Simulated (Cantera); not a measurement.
Input: 1 mol Si2H6, 10 mol H2O, 1.1 mol N2, at 1075 °C and 0.133 bar.

Cantera equilibrium calculation (NASA polynomials, part measured and part estimated; ideal gas, pure solids and liquids). Candidate condensed phases: H2O, Si, SiO2, Si2N2O, Si3N4; 35 gas species. The feed counts by its element totals alone. The tables hold silica as quartz up to 1696 K and as liquid above; real silica turns to tridymite and cristobalite and melts near 1996 K. Gases not in the tables: Si(OH)4. The numbers say what is thermodynamically allowed, not how fast it happens.

Q: What is the equilibrium state?

A: 
```json
{
 "x(H2)": "0.496",
 "x(H2O)": "0.426",
 "x(N2)": "0.0780",
 "x(H)": "4.47e-6",
 "x(NH3)": "1.34e-6",
 "n(SiO2(β-quartz))": "2.00 mol",
 "gas_amount": "14.10 mol",
 "log10 activity of Si(s) (absent)": "-12.40"
}
```
